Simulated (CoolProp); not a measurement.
Properties of isobutane along the isotherm 301.85 °C.

Model: reference Helmholtz-energy equation of state, Bücker 2006, in CoolProp.

```csv
p (MPa),phase,density (kg/m³),cv (kJ/(kg K)),isothermal compressibility (1/MPa),expansivity (1/kK),viscosity (µPa s)
0.111,gas,1.354,2.704,9.038,1.760,13.8
0.172,gas,2.101,2.704,5.843,1.772,13.8
0.268,gas,3.283,2.705,3.760,1.790,13.9
0.418,gas,5.143,2.706,2.421,1.819,13.9
0.651,gas,8.064,2.708,1.565,1.866,13.9
1.01,gas,12.64,2.711,1.019,1.940,14.0
1.58,gas,20.11,2.716,0.6622,2.064,14.2
2.46,gas,32.13,2.723,0.4359,2.272,14.6
3.82,supercritical,51.92,2.734,0.2909,2.627,15.5
5.95,supercritical,85.86,2.750,0.1947,3.238,17.5
9.27,supercritical,143.8,2.769,0.1230,4.029,21.5
14.4,supercritical,226.3,2.780,0.06087,3.946,28.5
22.5,supercritical,309.5,2.780,0.02434,2.810,39.3
35,supercritical,377.1,2.783,0.01051,1.878,54.1
```

Viscosity comes from a separate model (Vogel 2000).
